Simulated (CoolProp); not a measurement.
Vapour-liquid equilibrium of diethyl ether (1) + benzene (2) at 811 kPa; x and y are mole fractions of (1).

The numbers come from the multi-fluid Helmholtz-energy mixture model, Thol 2014 and Thol 2012; pair parameters Bell 2016 in CoolProp.

Give the bubble temperature and the first vapour's composition at x = 0.5, 0.65, 0.8. Is there an azeotrope?

x = 0.5: 405.2 K, y = 0.722; x = 0.65: 397.6 K, y = 0.831; x = 0.8: 390.8 K, y = 0.915. No azeotrope shows between x = 0.05 and 0.95.

Pair parameters are fitted to limited data, so mixtures are less certain than the pure fluids.
